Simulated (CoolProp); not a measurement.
A simple Rankine cycle with n-butane: condensing at 314.15 K, boiler at 1.5 MPa, turbine inlet 374.3 K, turbine efficiency 0.9, pump efficiency 0.6, no recuperator. Each further row changes one setting.

Computed with CoolProp (reference Helmholtz-energy equation of state, Bücker 2006).

```tsv
case	thermal efficiency (%)	net work (kJ/kg)	heat in (kJ/kg)	turbine exit temperature (K)	volume ratio over the turbine
as stated	11.2	47.5	423	330.2	4.21
turbine inlet 394.3 K	11.2	52.9	473	352.7	4.04
condensing temperature 306.15 K	12.7	56.1	443	324.0	5.27
boiler pressure 1.05 MPa	8.7	38.5	442	344.7	2.76
turbine efficiency 0.8	9.9	41.9	423	333.1	4.26
```
